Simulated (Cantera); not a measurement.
A closed system holds: 1 mol Ta2O5, 11 mol H2, 1.6 mol H2O, equilibrated at 2173.15 K and 45.0 Pa.

Equilibrium computed with Cantera from the NASA thermochemical tables; the gas is ideal and each condensed phase is pure. Candidate condensed phases: H2O, Ta, Ta2O5; 12 gas species. Rates play no part.

Problem. What is the equilibrium state?

Solution. 
```
Property                             Result
--------------------------------  ---------
x(H2)                                 0.690
x(H)                                  0.189
x(H2O)                                0.111
x(TaO2)                             0.00460
x(OH)                               0.00409
x(O)                               0.000786
x(O2)                               5.36e-5
x(TaO)                              1.98e-5
n(Ta2O5(l))                       0.968 mol
gas amount                        14.03 mol
log10 activity of Ta(s) (absent)      -4.19
```
